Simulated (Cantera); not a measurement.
Input: 1 mol CO₂, 1.2 mol H₂, held at 3123 K and 13.3 mbar.

Method: chemical equilibrium by Gibbs-energy minimisation in Cantera with the NASA 1993 tables (ideal gas, pure condensed phases). Candidate condensed phases: C, C₆H₆, C₇H₈, C₈H₁₈, H₂O; 110 gas species. Equilibrium is a limit: real reactors are often held back by kinetics, nucleation or transport.

Base state: H 0.454, CO 0.250, O 0.176, H₂ 0.0533, OH 0.0342, O₂ 0.0144, H₂O 0.0111, CO₂ 0.00678 (mole fractions); condensed: gas only.

### Question
What changes in the equilibrium state with this change: CO₂ replaced by S?

### Answer
```
species   before    after
-------  -------  -------
H          0.454    0.592
S              0    0.298
H₂        0.0533   0.0907
CO         0.250        0
O          0.176        0
OH        0.0342        0
O₂        0.0144        0
H₂O       0.0111        0
SH             0   0.0101
S₂             0  0.00926
CO₂      0.00678        0
H₂S            0  8.43e-5
```
Further candidate phases: S.
